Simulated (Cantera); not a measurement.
C2H2 + NH3 (carbon deposition, reforming and gasification)

Feed: 1 mol C2H2, 0.13 mol NH3, held at 2025 °C and 3.90 mbar.

These are equilibrium values from Cantera (NASA tables, ideal gas, pure condensed phases), not measurements of a reactor. Candidate condensed phases: C, C6H6, C7H8, C8H18; 92 gas species. Rates play no part.

```json
{
 "x(H2)": "0.806",
 "x(H)": "0.138",
 "x(N2)": "0.0438",
 "x(HCN)": "0.00768",
 "x(C2H2 (acetylene))": "0.00345",
 "x(HNC)": "0.000698",
 "x(CN)": "5.56e-5",
 "x(C2H)": "2.65e-5",
 "x(C4H2)": "6.05e-6",
 "n(C(graphite))": "1.98 mol",
 "gas_amount": "1.353 mol"
}
```
